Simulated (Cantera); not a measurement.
A Cantera script and what it prints.

```python
import numpy as np
import cantera as ct

gas_names = """
    B BH BH2 BH3 BN BO BO2 B2 B2O B2O2 B2O3 B3O3H3 H HBO HBO2 HNO HNO2 HNO3 HO2 H2 H2O H2O2 H3B3O6 N NH
    NH2 NH3 NH2OH NO NO2 NO3 N2 N2H2 N2H4 N2O O OH O2 O3
""".split()
cond_names = """
    B(b) B(L) BN(s) B2O3(L) B3O3H3(cr) H2O(s) H2O(L)
""".split()


def load(file, names, dense=False):
    # The tables refer to 1 bar. Condensed volumes are neglected.
    table = {s.name: s for s in ct.Species.list_from_file(file)}
    out = []
    for n in names:
        d = dict(table[n].input_data)
        d["thermo"] = dict(d["thermo"], **{"reference-pressure": 1e5})
        if dense:
            d["equation-of-state"] = {"model": "constant-volume", "density": "1e6 g/cm^3"}
        out.append(ct.Species.from_dict(d))
    return out


gas = ct.Solution(thermo="ideal-gas", species=load("nasa_gas.yaml", gas_names))
cond = {s.name: ct.Solution(thermo="fixed-stoichiometry", species=[s], name=s.name)
        for s in load("nasa_condensed.yaml", cond_names, dense=True)}
atoms = {
    'BN': {'B': 1, 'N': 1},
    'H2O': {'H': 2, 'O': 1},
}
top_T = {'BN(s)': 3200}  # K; cautious upper limits of use, not melting points


def equilibrate(T, P, feed):
    n = {}
    for name, mol in feed.items():
        for a, k in atoms[name].items():
            n[a] = n.get(a, 0.0) + k * mol
    gas.TPX = T, P, n
    mass = sum(n.values()) * gas.mean_molecular_weight
    gas.equilibrate("TP")
    valid = [c for c in cond.values() if c.min_temp <= T <= top_T.get(c.name, c.max_temp)]
    mix = ct.Mixture([(gas, mass / gas.mean_molecular_weight)] + [(c, 0.0) for c in valid])
    mix.T, mix.P = T, P
    mix.equilibrate("TP", solver="vcs", rtol=1e-11, max_steps=5000)
    return mix


results = []
feed = {'BN': 1, 'H2O': 4.9}  # mol
T = 823  # K
P = 51  # Pa
mix = equilibrate(T, P, feed)
results.append((T, P, feed, dict(zip(mix.species_names, mix.species_moles))))
print(gas.report(threshold=0.0001))
for i in range(1, mix.n_phases):
    print(f"{mix.phase(i).name:16s} {mix.phase_moles(i):12.5e} mol")
```

Output:

```
       temperature   823 K
          pressure   51 Pa
           density   0.00010879 kg/m^3
  mean mol. weight   14.596 kg/kmol
   phase of matter   gas

                          1 kg             1 kmol
                     ---------------   ---------------
          enthalpy       -9.3397e+06       -1.3633e+08  J
   internal energy       -9.8085e+06       -1.4317e+08  J
           entropy             18998         2.773e+05  J/K
    Gibbs function       -2.4975e+07       -3.6454e+08  J
 heat capacity c_p            2460.2             35910  J/K
 heat capacity c_v            1890.6             27596  J/K

                      mass frac. Y      mole frac. X     chem. pot. / RT
                     ---------------   ---------------   ---------------
                H2          0.038382            0.2779           -25.905
               H2O           0.77578           0.62857           -67.676
            H3B3O6         0.0080224        0.00089084           -396.37
                N2           0.17779          0.092633           -34.345
     [  +35 minor]         2.917e-05        9.7506e-06

B(b)              0.00000e+00 mol
BN(s)             0.00000e+00 mol
B2O3(L)           4.92761e-01 mol
B3O3H3(cr)        0.00000e+00 mol
```

Equilibrium computed with Cantera from the NASA thermochemical tables; the gas is ideal and each condensed phase is pure. Gases not in the tables: H3BO3.
